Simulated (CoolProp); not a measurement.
A single-stage vapour-compression cycle with ammonia: evaporating at 314.15 K (dew point), condensing at 367.15 K (bubble point), superheat 2 K, subcooling 8 K, compressor efficiency 0.9, no pressure losses. Each further row changes one setting.

The numbers come from the reference Helmholtz-energy equation of state, Gao 2020 in CoolProp.

```
case                              cooling COP  pressure ratio  discharge temperature (K)  refrigerating effect (kJ/kg)  volumetric capacity (kJ/m³)
--------------------------------  -----------  --------------  -------------------------  ----------------------------  ---------------------------
as stated                                4.19            3.47                      425.8                           864                        10600
evaporating temperature 319.15 K         4.79            3.03                      418.7                           865                        12100
condensing temperature 362.15 K          4.77            3.14                      415.6                           892                        10900
subcooling 13 K                          4.34            3.47                      425.8                           893                        10900
superheat 12 K                           4.11            3.47                      439.7                           897                        10400
compressor efficiency 0.8                3.73            3.47                      433.6                           864                        10600
```
